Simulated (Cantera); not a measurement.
A Cantera script and what it prints.

```python
import numpy as np
import cantera as ct

gas_names = [...]  # 136 gases of nasa_gas.yaml made of C, H, N, O
cond_names = """
    C(gr) C6H6(L) C7H8(L) C8H18(L),n-octa H2O(s) H2O(L)
""".split()


# ... load() reads the species with a 1 bar reference pressure and builds the phases ...
atoms = {
    'CH4': {'C': 1, 'H': 4},
    'O2': {'O': 2},
    'N2': {'N': 2},
    'H2': {'H': 2},
}
top_T = {'C(gr)': 4500}  # K; cautious upper limits of use, not melting points


# ... equilibrate(T, P, feed) seeds the gas with the atoms and calls Mixture.equilibrate('TP', solver="vcs", rtol=1e-11, max_steps=5000) ...
results = []
feed = {'CH4': 1, 'O2': 0.032, 'N2': 1, 'H2': 4}  # mol
P = 1200  # Pa
for T in [2248, 2298, 2348, 2398, 2448, 2498, 2548, 2598, 2648, 2698, 2748, 2798, 2848]:
    mix = equilibrate(T, P, feed)
    results.append((T, P, feed, dict(zip(mix.species_names, mix.species_moles))))

top = {s: max(r[3][s] / sum(r[3][g] for g in gas_names) for r in results) for s in gas_names}
cols = sorted((s for s in top if top[s] > 1e-05), key=lambda s: -top[s])[:9]
seen = [c for c in cond_names if any(r[3].get(c, 0) > 1e-12 for r in results)]
print("log10 of partial pressures in bar; condensed amounts in mol")
print(f"{'T/K':>10s}" + "".join(f"{s[:9]:>10s}" for s in cols + seen))
for T, P, feed, n in results:
    ng = sum(n[g] for g in gas_names)
    print(f"{T:10.4g}" + "".join(f"{np.log10(max(n[s] / ng * P / 1e5, 1e-99)):10.3f}" for s in cols)
          + "".join(f"{n.get(c, 0):10.4g}" for c in seen))
```

Result:

```
log10 of partial pressures in bar; condensed amounts in mol
       T/K        H2         H        N2       HCN C2H2,acet        CO        C3       HNC        CN     C(gr)
      2248    -2.026    -3.147    -2.803    -3.869    -4.505    -3.977    -8.204    -4.941    -6.401    0.8086
      2298    -2.035    -3.036    -2.810    -3.812    -4.404    -3.981    -7.793    -4.853    -6.185    0.7837
      2348    -2.047    -2.932    -2.818    -3.759    -4.310    -3.985    -7.399    -4.771    -5.980    0.7555
      2398    -2.062    -2.834    -2.828    -3.710    -4.223    -3.991    -7.023    -4.695    -5.785    0.7235
      2448    -2.080    -2.741    -2.839    -3.667    -4.143    -3.998    -6.663    -4.625    -5.598    0.6878
      2498    -2.101    -2.654    -2.851    -3.628    -4.071    -4.006    -6.317    -4.561    -5.420    0.6482
      2548    -2.127    -2.573    -2.866    -3.595    -4.006    -4.015    -5.986    -4.503    -5.250    0.6043
      2598    -2.156    -2.498    -2.881    -3.566    -3.950    -4.026    -5.667    -4.451    -5.087    0.5558
      2648    -2.191    -2.428    -2.898    -3.543    -3.902    -4.038    -5.361    -4.405    -4.932    0.5015
      2698    -2.232    -2.365    -2.917    -3.525    -3.862    -4.051    -5.067    -4.365    -4.784    0.4393
      2748    -2.278    -2.307    -2.937    -3.513    -3.832    -4.065    -4.784    -4.332    -4.642    0.3648
      2798    -2.332    -2.256    -2.959    -3.507    -3.811    -4.081    -4.511    -4.305    -4.507    0.2694
      2848    -2.392    -2.211    -2.981    -3.506    -3.801    -4.098    -4.249    -4.285    -4.377    0.1377
```

Cantera equilibrium calculation (NASA polynomials, part measured and part estimated; ideal gas, pure solids and liquids).
